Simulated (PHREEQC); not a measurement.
Make-up at 80 °C: 0.004 mol HCl, 0.0015 mol ZnSO4 and 0.00016 mol Na2SO4 per kg of water. Closed to the air; pH follows from the charge balance.

Equilibrium calculation in PHREEQC: ion-association model, wateq4f.dat.

No solid was allowed to form.

**Question.** What pH, ionic strength does the model give?

**Answer.** pH 2.52; ionic strength 0.00832 mol/kgw.

**Question.** In which forms is Cl present?

**Answer.** Cl- 98 %, ZnCl+ 1.7 % of the Cl.

Species that the database lacks are ignored. Constants without temperature data keep their 25 °C values here.
